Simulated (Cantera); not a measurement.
CH3SiH3 + C2H4 + H2 (silicon carbide growth)

Input: 1 mol CH3SiH3, 0.0057 mol C2H4, 61 mol H2, held at 1400 K.

Method: chemical equilibrium by Gibbs-energy minimisation in Cantera with the NASA 1993 tables (ideal gas, pure condensed phases). Candidate condensed phases: C, C6H6, C7H8, C8H18, Si, SiC; 87 gas species. The feed counts by its element totals alone. Equilibrium is a limit: real reactors are often held back by kinetics, nucleation or transport.

From 0.00100 bar to 0.0160 bar the condensed part is C(graphite) + SiC(s). From 0.0630 bar to 1.00 bar the condensed part is SiC(s).

```tsv
P (Pa)	x H2	x CH4	x H	x C2H2 (acetylene)	x SiH4	x CH3	x C2H4	n C(graphite)	n SiC(s)
100	1.000	4.32e-6	0.000154	2.52e-6	4.31e-12	1.33e-8	2.10e-9	0.0108	1.00
400	1.000	1.73e-5	7.69e-5	2.52e-6	1.73e-11	2.66e-8	8.39e-9	0.00997	1.00
1600	1.000	6.91e-5	3.85e-5	2.52e-6	6.90e-11	5.32e-8	3.36e-8	0.00665	1.00
6300	1.000	0.000176	1.94e-5	1.05e-6	4.20e-10	6.83e-8	5.52e-8	0	1.00
25000	1.000	0.000178	9.73e-6	6.84e-8	6.54e-9	3.47e-8	1.42e-8	0	1.000
100000	1.000	0.000178	4.86e-6	4.29e-9	1.05e-7	1.74e-8	3.57e-9	0	1.000
```
x: gas mole fraction; n: condensed amount in mol.
